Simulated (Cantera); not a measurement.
Input: 1 mol V2O3, 0.55 mol H2, 4 mol N2, at 2075 K and 9.90 bar.

Equilibrium computed with Cantera from the NASA thermochemical tables; the gas is ideal and each condensed phase is pure. Candidate condensed phases: H2O, V, VN, VO, V2O3, V2O4, V2O5; 28 gas species. Mutual solubility and eutectic melting of coexisting phases are not modelled. VO: taken at fixed stoichiometry. Condensed phases not in the tables: the oxides between V2O3 and V2O5 other than VO2. Rates play no part.

Base state: N2 0.879, H2 0.116, H2O 0.00442, H 0.000289 (mole fractions); condensed: VO(l) + V2O3(s).

Q: What changes in the equilibrium state with this change: pressure from 9.90 bar to 0.00140 bar?

A: 
```json
[
 {"species": "N2", "before": "0.879", "after": "0.840"},
 {"species": "H2", "before": "0.116", "after": "0.100"},
 {"species": "VO2", "before": "4.11e-6", "after": "0.0291"},
 {"species": "H", "before": "0.000289", "after": "0.0226"},
 {"species": "O", "before": "2.23e-9", "after": "1.58e-5"},
 {"species": "VO", "before": "5.87e-7", "after": "0.00415"},
 {"species": "VO(l), mol", "before": "0.0403", "after": "0.155"},
 {"species": "V2O3(s), mol", "before": "0.980", "after": "0.843"}
]
```

Q: What changes in the equilibrium state with this change: H2 from 0.55 to 0.87 mol?

A: 
| species | before | after |
|---|---|---|
| N2 | 0.879 | 0.821 |
| H2 | 0.116 | 0.172 |
| H2O | 0.00442 | 0.00653 |
| NH3 | 6.55e-6 | 1.14e-5 |
| H | 0.000289 | 0.000351 |
| VO(l), mol | 0.0403 | 0.0637 |
| V2O3(s), mol | 0.980 | 0.968 |
